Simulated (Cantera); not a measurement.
Feed: 1 mol PbO, 4.1 mol C, 16 mol H2, at 2250 K and 1.60 mbar.

These are equilibrium values from Cantera (NASA tables, ideal gas, pure condensed phases), not measurements of a reactor. Candidate condensed phases: C, C6H6, C7H8, C8H18, H2O, Pb, PbO, PbO2, Pb3O4; 113 gas species. Rates play no part.

Base state: H2 0.736, H 0.159, CO 0.0511, Pb 0.0511, C2H2 (acetylene) 0.00246, C2H 2.12e-5 (mole fractions); condensed: C(graphite).

Problem. What changes in the equilibrium state with this change: C from 4.1 to 0.45 mol?

Solution. 
| species | before | after |
|---|---|---|
| H2 | 0.736 | 0.736 |
| H | 0.159 | 0.159 |
| Pb | 0.0511 | 0.0527 |
| H2O | 2.93e-9 | 0.0278 |
| CO | 0.0511 | 0.0236 |
| C2H2 (acetylene) | 0.00246 | <1e-9 |
| OH | <1e-9 | 0.000903 |
| CO2 | <1e-9 | 0.000163 |
| O | <1e-9 | 0.000135 |
| C(graphite), mol | 3.00 | 0 |

Problem. What changes in the equilibrium state with this change: PbO replaced by MgO?

Solution. 
| species | before | after |
|---|---|---|
| H2 | 0.736 | 0.736 |
| H | 0.159 | 0.159 |
| CO | 0.0511 | 0.0511 |
| Pb | 0.0511 | 0 |
| Mg | 0 | 0.0511 |
| MgH | 0 | 3.12e-5 |
| C2H | 2.12e-5 | 2.12e-5 |
| C2H2 (acetylene) | 0.00246 | 0.00246 |
| C(graphite), mol | 3.00 | 3.00 |
The tables' values for MgH are old estimates; treat these amounts as uncertain. Further candidate phases: Mg, MgCO3, MgO, Mg(OH)2.

Problem. What changes in the equilibrium state with this change: C from 4.1 to 0.83 mol?

Solution. 
```csv
species,before,after
H2,0.736,0.737
H,0.159,0.159
Pb,0.0511,0.0516
CO,0.0511,0.0427
H2O,2.93e-9,0.00837
C2H2 (acetylene),0.00246,<1e-9
OH,<1e-9,0.000272
CO2,<1e-9,8.90e-5
O,<1e-9,4.05e-5
C2H,2.12e-5,<1e-9
"C(graphite), mol",3.00,0
```
